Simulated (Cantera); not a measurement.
An adiabatic, constant-volume homogeneous reactor starts with H2 : O2 : N2 = 1 : 0.385 : 1.92 (molar parts), at 1823 K and 9.87 atm. Integrator tolerance rtol = 1e-08.

Cantera simulation using GRI-Mech 3.0 (53 species, 325 reactions); the numbers are that mechanism's predictions, not measurements. The hydrogen kinetics of GRI-Mech 3.0 are dated; newer H2 mechanisms differ, most at raised pressure. Above 3000 K some thermodynamic fits are extrapolated.

**Question.** What does this change do: initial temperature 1823 to 1425 K?

**Answer.** 
```
quantity                                                            before                                    after
---------------------------------  ---------------------------------------  ---------------------------------------
time of steepest temperature rise                                 0.668 µs                                  2.38 µs
temperature at 3.00 s                                               3245 K                                   3108 K
equilibrium temperature                                             3245 K                                   3108 K
x(H2) at 3.00 s                      0.0920 (gas-phase equilibrium 0.0920)    0.0860 (gas-phase equilibrium 0.0860)
x(O2) at 3.00 s                    0.00316 (gas-phase equilibrium 0.00316)  0.00157 (gas-phase equilibrium 0.00157)
x(NO2) at 3.00 s                   1.69e-6 (gas-phase equilibrium 1.69e-6)  8.73e-7 (gas-phase equilibrium 8.73e-7)
x(H2O2) at 3.00 s                  1.19e-6 (gas-phase equilibrium 1.19e-6)  8.39e-7 (gas-phase equilibrium 8.39e-7)
x(NO) at 3.00 s                    0.00693 (gas-phase equilibrium 0.00693)  0.00425 (gas-phase equilibrium 0.00425)
```

**Question.** What does this change do: pressure from 9.87 atm to 4.93 atm?

**Answer.** 
```
quantity                                                            before                                    after
---------------------------------  ---------------------------------------  ---------------------------------------
time of steepest temperature rise                                 0.668 µs                                  1.33 µs
temperature at 3.00 s                                               3245 K                                   3172 K
equilibrium temperature                                             3245 K                                   3172 K
x(H2) at 3.00 s                      0.0920 (gas-phase equilibrium 0.0920)    0.0930 (gas-phase equilibrium 0.0930)
x(O2) at 3.00 s                    0.00316 (gas-phase equilibrium 0.00316)  0.00390 (gas-phase equilibrium 0.00390)
x(NO2) at 3.00 s                   1.69e-6 (gas-phase equilibrium 1.69e-6)  1.41e-6 (gas-phase equilibrium 1.41e-6)
x(H2O2) at 3.00 s                  1.19e-6 (gas-phase equilibrium 1.19e-6)  8.21e-7 (gas-phase equilibrium 8.21e-7)
x(NO) at 3.00 s                    0.00693 (gas-phase equilibrium 0.00693)  0.00710 (gas-phase equilibrium 0.00710)
```
